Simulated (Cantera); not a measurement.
## trisilylamine + N₂ + H₂ (silicon nitride deposition)

A closed system holds: 1 mol trisilylamine, 62 mol N₂, 0.12 mol H₂, equilibrated at 1100 Pa.

Cantera equilibrium calculation (NASA polynomials, part measured and part estimated; ideal gas, pure solids and liquids). Candidate condensed phases: Si, Si₃N₄; 18 gas species. The feed counts by its element totals alone. The tables' values for SiN are old estimates; treat these amounts as uncertain. The numbers say what is thermodynamically allowed, not how fast it happens.

```csv
T (K),x N₂,x H₂,x Si,x H,x Si₂N,n Si₃N₄(s),n Si(l)
825,0.929,0.0709,<1e-12,2.01e-11,<1e-12,1.00,0
975,0.929,0.0709,<1e-12,2.90e-9,<1e-12,1.00,0
1125,0.929,0.0709,<1e-12,1.13e-7,<1e-12,1.00,0
1275,0.929,0.0709,1.49e-12,1.87e-6,<1e-12,1.00,0
1425,0.929,0.0709,1.44e-9,1.73e-5,3.53e-12,1.00,0
1575,0.929,0.0709,3.70e-7,0.000105,4.11e-9,1.000,0
1725,0.929,0.0707,3.56e-5,0.000471,1.36e-6,0.999,0
1875,0.930,0.0679,0.000823,0.00163,4.42e-5,0,2.93
2025,0.924,0.0659,0.00529,0.00471,0.000168,0,2.59
```
x: gas mole fraction; n: condensed amount in mol.

From 825 K to 1725 K the condensed part is Si₃N₄(s). From 1875 K to 2025 K the condensed part is Si(l).
